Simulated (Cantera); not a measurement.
An adiabatic, constant-volume homogeneous reactor starts with CH4 : O2 : N2 = 1 : 1.82 : 6.84 (molar parts), at 1473 K and 1000000 Pa. Integrator tolerance rtol = 1e-08.

Cantera simulation using GRI-Mech 3.0 (53 species, 325 reactions); the numbers are that mechanism's predictions, not measurements. Above 3000 K some thermodynamic fits are extrapolated.

### Question
What does this change do: pressure from 1000000 Pa to 790000 Pa?

### Answer
```tsv
quantity	before	after
time of steepest temperature rise	0.236 ms	0.291 ms
temperature at 4.00 s	3121 K	3101 K
equilibrium temperature	3121 K	3101 K
x(CH4) at 4.00 s	<1e-12 (gas-phase equilibrium <1e-12)	<1e-12 (gas-phase equilibrium <1e-12)
x(O2) at 4.00 s	0.00963 (gas-phase equilibrium 0.00963)	0.0101 (gas-phase equilibrium 0.0101)
x(HO2) at 4.00 s	1.43e-5 (gas-phase equilibrium 1.43e-5)	1.34e-5 (gas-phase equilibrium 1.34e-5)
x(C2H6) at 4.00 s	<1e-12 (gas-phase equilibrium <1e-12)	<1e-12 (gas-phase equilibrium <1e-12)
x(CH2CO) at 4.00 s	<1e-12 (gas-phase equilibrium <1e-12)	<1e-12 (gas-phase equilibrium <1e-12)
x(CH2O) at 4.00 s	1.08e-8 (gas-phase equilibrium 1.08e-8)	8.81e-9 (gas-phase equilibrium 8.81e-9)
x(NO) at 4.00 s	0.0109 (gas-phase equilibrium 0.0109)	0.0109 (gas-phase equilibrium 0.0109)
```

### Question
What does this change do: pressure from 1000000 Pa to 580000 Pa?

### Answer
| quantity | before | after |
|---|---|---|
| time of steepest temperature rise | 0.236 ms | 0.380 ms |
| temperature at 4.00 s | 3121 K | 3074 K |
| equilibrium temperature | 3121 K | 3074 K |
| x(CH4) at 4.00 s | <1e-12 (gas-phase equilibrium <1e-12) | <1e-12 (gas-phase equilibrium <1e-12) |
| x(O2) at 4.00 s | 0.00963 (gas-phase equilibrium 0.00963) | 0.0107 (gas-phase equilibrium 0.0107) |
| x(HO2) at 4.00 s | 1.43e-5 (gas-phase equilibrium 1.43e-5) | 1.23e-5 (gas-phase equilibrium 1.23e-5) |
| x(C2H6) at 4.00 s | <1e-12 (gas-phase equilibrium <1e-12) | <1e-12 (gas-phase equilibrium <1e-12) |
| x(CH2CO) at 4.00 s | <1e-12 (gas-phase equilibrium <1e-12) | <1e-12 (gas-phase equilibrium <1e-12) |
| x(CH2O) at 4.00 s | 1.08e-8 (gas-phase equilibrium 1.08e-8) | 6.72e-9 (gas-phase equilibrium 6.72e-9) |
| x(NO) at 4.00 s | 0.0109 (gas-phase equilibrium 0.0109) | 0.0109 (gas-phase equilibrium 0.0109) |

### Question
What does this change do: CH4 1 to 2.3 parts?

### Answer
```csv
quantity,before,after
time of steepest temperature rise,0.236 ms,0.353 ms
temperature at 4.00 s,3121 K,2532 K
equilibrium temperature,3121 K,2532 K
x(CH4) at 4.00 s,<1e-12 (gas-phase equilibrium <1e-12),3.44e-8 (gas-phase equilibrium 3.86e-8)
x(O2) at 4.00 s,0.00963 (gas-phase equilibrium 0.00963),2.93e-7 (gas-phase equilibrium 2.93e-7)
x(HO2) at 4.00 s,1.43e-5 (gas-phase equilibrium 1.43e-5),1.27e-9 (gas-phase equilibrium 1.27e-9)
x(C2H6) at 4.00 s,<1e-12 (gas-phase equilibrium <1e-12),<1e-12 (gas-phase equilibrium <1e-12)
x(CH2CO) at 4.00 s,<1e-12 (gas-phase equilibrium <1e-12),5.52e-11 (gas-phase equilibrium 6.16e-11)
x(CH2O) at 4.00 s,1.08e-8 (gas-phase equilibrium 1.08e-8),3.34e-7 (gas-phase equilibrium 3.34e-7)
x(NO) at 4.00 s,0.0109 (gas-phase equilibrium 0.0109),2.29e-5 (gas-phase equilibrium 2.29e-5)
```
